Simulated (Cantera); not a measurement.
Input: 1 mol CO, 88 mol H₂, 11 mol N₂, equilibrated at 0.00133 bar.

These are equilibrium values from Cantera (NASA tables, ideal gas, pure condensed phases), not measurements of a reactor. Candidate condensed phases: C, C₆H₆, C₇H₈, C₈H₁₈, H₂O; 136 gas species. The numbers say what is thermodynamically allowed, not how fast it happens. All values below are at 573 K.

Base state: H₂ 0.867, N₂ 0.112, CH₄ 0.0102, H₂O 0.0102, NH₃ 2.44e-5 (mole fractions); condensed: gas only.

What changes in the equilibrium state with this change: pressure from 0.00133 bar to 1.00 bar?


```
species   before   after
-------  -------  ------
H₂         0.867   0.856
N₂         0.112   0.106
NH₃      2.44e-5  0.0174
H₂O       0.0102  0.0104
CH₄       0.0102  0.0104
```
